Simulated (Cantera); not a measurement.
Input: 1 mol Si, 5.8 mol Br2, 5.2 mol N2, held at 1100 Pa.

Cantera equilibrium calculation (NASA polynomials, part measured and part estimated; ideal gas, pure solids and liquids). Candidate condensed phases: Br2, Si, Si3N4; 13 gas species. The tables' values for SiBr3 are old estimates; treat these amounts as uncertain. The numbers say what is thermodynamically allowed, not how fast it happens. All values below are at 1423 K.

Base state: Br 0.461, N2 0.400, SiBr4 0.0761, Br2 0.0620, SiBr3 0.000643, SiBr2 0.000136 (mole fractions); condensed: gas only.

What changes in the equilibrium state with this change: pressure from 1100 Pa to 10000 Pa?


| species | before | after |
|---|---|---|
| N2 | 0.400 | 0.450 |
| Br | 0.461 | 0.270 |
| Br2 | 0.0620 | 0.194 |
| SiBr4 | 0.0761 | 0.0863 |
| SiBr2 | 0.000136 | 5.42e-6 |
| SiBr3 | 0.000643 | 0.000137 |
